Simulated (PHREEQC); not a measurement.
Consider water at 46 °C with 6.6 mol/kgw NaOH and 0.1 mol/kgw NaHCO3. Closed to the air; pH follows from the charge balance.

Model: Pitzer model, pitzer.dat, run in PHREEQC.

Task: The ionic strength comes out as 6.80 mol/kgw. What activity coefficients do OH-, HCO3-, Na+, CO3-2 get?

Result: OH- 2.0, HCO3- 0.37, Na+ 0.90, CO3-2 0.11. Single-ion values are on the MacInnes scale.

No solid was allowed to form. Species that the database lacks are ignored. In brines, pH and single-ion activities rest on the MacInnes convention. Constants without temperature data keep their 25 °C values here.
